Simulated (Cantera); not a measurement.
Charge: 1 mol LiOH, 0.88 mol H₂, 0.018 mol H₂O, equilibrated at 1775 °C and 45.0 Pa.

Equilibrium computed with Cantera from the NASA thermochemical tables; the gas is ideal and each condensed phase is pure. Candidate condensed phases: H₂O, Li, LiH, LiOH, Li₂O; 17 gas species. Kinetics and transport are ignored.

Question: What is the equilibrium state?

Answer: 
```json
{
  "x(Li)": "0.284",
  "x(H₂O)": "0.283",
  "x(H₂)": "0.223",
  "x(LiOH)": "0.151",
  "x(H)": "0.0498",
  "x(OH)": "0.00689",
  "x(O)": "0.00111",
  "x(O₂)": "0.000605",
  "x(Li₂O)": "0.000505",
  "gas_amount": "2.292 mol",
  "log10 activity of Li₂O(l) (absent)": "-4.47",
  "log10 activity of Li(l) (absent)": "-4.86"
}
```
